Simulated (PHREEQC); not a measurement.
A solution holds 0.0038 mol NaOH, 0.00049 mol K2SiO3 and 0.00046 mol K2CO3 per kg of water, at 89 °C. Closed to the air; pH follows from the charge balance.

Computed with PHREEQC (ion-association model, wateq4f.dat).

Task: The ionic strength comes out as 0.00576 mol/kgw. What activity coefficients do HCO3-, H2SiO4-2, K+, Na+, OH- get?

Result: HCO3- 0.91, H2SiO4-2 0.70, K+ 0.91, Na+ 0.91, OH- 0.91.

This is a speciation only: nothing precipitates in the calculation. Complexes and solids missing from the database can't appear. Away from 25 °C the constants follow the database's enthalpies or fits; those with neither stay at their 25 °C values.
